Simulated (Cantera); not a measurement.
Cantera run:

```python
import numpy as np
import cantera as ct

gas_names = """
    H HO2 H2 H2O H2O2 Mg MgH MgO MgOH MgO2H2 Mg2 O OH O2 O3 Si SiH SiH2 SiH3 SiH4 SiO SiO2 Si2 Si3
""".split()
cond_names = """
    H2O(s) H2O(L) Mg(cr) Mg(L) MgO(s) MgO(L) MgO2H2(s) MgSiO3(I) MgSiO3(II) MgSiO3(III) MgSiO3(L)
    Mg2SiO4(s) Mg2SiO4(L) Si(cr) Si(L) SiO2(Lqz) SiO2(hqz) SiO2(L)
""".split()


def load(file, names, dense=False):
    # The tables refer to 1 bar. Condensed volumes are neglected.
    table = {s.name: s for s in ct.Species.list_from_file(file)}
    out = []
    for n in names:
        d = dict(table[n].input_data)
        d["thermo"] = dict(d["thermo"], **{"reference-pressure": 1e5})
        if dense:
            d["equation-of-state"] = {"model": "constant-volume", "density": "1e6 g/cm^3"}
        out.append(ct.Species.from_dict(d))
    return out


gas = ct.Solution(thermo="ideal-gas", species=load("nasa_gas.yaml", gas_names))
cond = {s.name: ct.Solution(thermo="fixed-stoichiometry", species=[s], name=s.name)
        for s in load("nasa_condensed.yaml", cond_names, dense=True)}
atoms = {
    'SiO2': {'Si': 1, 'O': 2},
    'MgO': {'Mg': 1, 'O': 1},
    'H2': {'H': 2},
}
top_T = {}  # K; cautious upper limits of use, not melting points


def equilibrate(T, P, feed):
    n = {}
    for name, mol in feed.items():
        for a, k in atoms[name].items():
            n[a] = n.get(a, 0.0) + k * mol
    gas.TPX = T, P, n
    mass = sum(n.values()) * gas.mean_molecular_weight
    gas.equilibrate("TP")
    valid = [c for c in cond.values() if c.min_temp <= T <= top_T.get(c.name, c.max_temp)]
    mix = ct.Mixture([(gas, mass / gas.mean_molecular_weight)] + [(c, 0.0) for c in valid])
    mix.T, mix.P = T, P
    mix.equilibrate("TP", solver="vcs", rtol=1e-11, max_steps=5000)
    return mix


results = []
feed = {'SiO2': 1, 'MgO': 2.1, 'H2': 0.73}  # mol
P = 17  # Pa
for T in [1998, 2048, 2098, 2148, 2198, 2248, 2298]:
    mix = equilibrate(T, P, feed)
    results.append((T, P, feed, dict(zip(mix.species_names, mix.species_moles))))

top = {s: max(r[3][s] / sum(r[3][g] for g in gas_names) for r in results) for s in gas_names}
cols = sorted((s for s in top if top[s] > 0.0001), key=lambda s: -top[s])[:5]
seen = [c for c in cond_names if any(r[3].get(c, 0) > 1e-12 for r in results)]
print("log10 of partial pressures in bar; condensed amounts in mol")
print(f"{'T/K':>10s}" + "".join(f"{s[:9]:>10s}" for s in cols + seen))
for T, P, feed, n in results:
    ng = sum(n[g] for g in gas_names)
    print(f"{T:10.4g}" + "".join(f"{np.log10(max(n[s] / ng * P / 1e5, 1e-99)):10.3f}" for s in cols)
          + "".join(f"{n.get(c, 0):10.4g}" for c in seen))
```

Output:

```
log10 of partial pressures in bar; condensed amounts in mol
       T/K        H2        Mg       H2O       SiO        O2 Mg2SiO4(s Mg2SiO4(L
      1998    -4.079    -4.527    -4.453    -5.205    -7.841    0.9639         0
      2048    -4.205    -4.454    -4.365    -5.011    -7.093     0.938         0
      2098    -4.372    -4.392    -4.308    -4.877    -6.337    0.9055         0
      2148    -4.596    -4.339    -4.306    -4.770    -5.596     0.858         0
      2198    -4.943    -4.278    -4.460    -4.650    -4.931         0    0.7215
      2248    -5.556    -4.212    -5.019    -4.534    -4.557         0         0
      2298    -5.551    -4.228    -5.165    -4.549    -4.604         0         0
```

Method: chemical equilibrium by Gibbs-energy minimisation in Cantera with the NASA 1993 tables (ideal gas, pure condensed phases). The tables' values for SiO2, MgH are old estimates; treat these amounts as uncertain. Condensed phases not in the tables: alloys, solid solutions and most ternary compounds.
